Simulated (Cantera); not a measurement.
Charge: 1 mol SO₂, 0.16 mol H₂, 1.1 mol H₂O, equilibrated at 0.00480 bar.

Equilibrium computed with Cantera from the NASA thermochemical tables; the gas is ideal and each condensed phase is pure. Candidate condensed phases: H₂O, H₂SO₄, S; 34 gas species. Ions and electrons are included (thermal ionisation). Equilibrium is a limit: real reactors are often held back by kinetics, nucleation or transport.

x: gas mole fraction; nothing condenses.

| T (K) | x O | x H | x H₂O | x SO₂ | x S | x H₂ | x SO | x OH | x O₂ |
|---|---|---|---|---|---|---|---|---|---|
| 2500 | 0.0502 | 0.112 | 0.265 | 0.260 | 0.00735 | 0.0948 | 0.0872 | 0.0647 | 0.0576 |
| 3000 | (withheld) | 0.368 | (withheld) | (withheld) | (withheld) | (withheld) | 0.0865 | (withheld) | (withheld) |
| 3500 | 0.456 | 0.380 | (withheld) | (withheld) | 0.144 | (withheld) | (withheld) | (withheld) | (withheld) |
| 4000 | 0.467 | 0.380 | 7.34e-7 | 1.23e-6 | 0.150 | 0.000273 | 0.00106 | 0.000597 | 0.000472 |
| 4500 | 0.468 | 0.381 | 2.85e-8 | 3.14e-8 | 0.151 | 5.81e-5 | 0.000176 | 0.000131 | 8.49e-5 |
| 5000 | 0.468 | 0.380 | 2.10e-9 | 1.65e-9 | 0.150 | 1.68e-5 | 4.15e-5 | 3.85e-5 | 2.14e-5 |

**Question.** Fill in the missing entries.

**Answer.** 
- 3500, x H₂O: 4.65e-5
- 3500, x SO₂: 0.000124
- 3500, x H₂: 0.00199
- 3500, x SO: 0.00988
- 3500, x OH: 0.00409
- 3500, x O₂: 0.00410
- 3000, x O: 0.331
- 3000, x H₂O: 0.00814
- 3000, x SO₂: 0.0194
- 3000, x S: 0.0805
- 3000, x H₂: 0.0260
- 3000, x OH: 0.0382
- 3000, x O₂: 0.0410
